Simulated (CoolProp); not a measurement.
Oxygen at 267.98 K and 1.83 MPa is throttled through a valve to 0.123 MPa with no heat exchange. Each further row changes one setting.

Model: reference Helmholtz-energy equation of state, Schmidt 1985, in CoolProp.

| case | temperature change (K) | final density (kg/m³) |
|---|---|---|
| as stated | -5.6 | [?] |
| outlet pressure 0.0369 MPa | [?] | [?] |
| outlet pressure 0.16 MPa | -5.5 | [?] |

Q: What belongs in the gaps?

A: 
- as stated, final density (kg/m³): 1.81
- outlet pressure 0.0369 MPa, temperature change (K): -5.9
- outlet pressure 0.0369 MPa, final density (kg/m³): 0.542
- outlet pressure 0.16 MPa, final density (kg/m³): 2.35
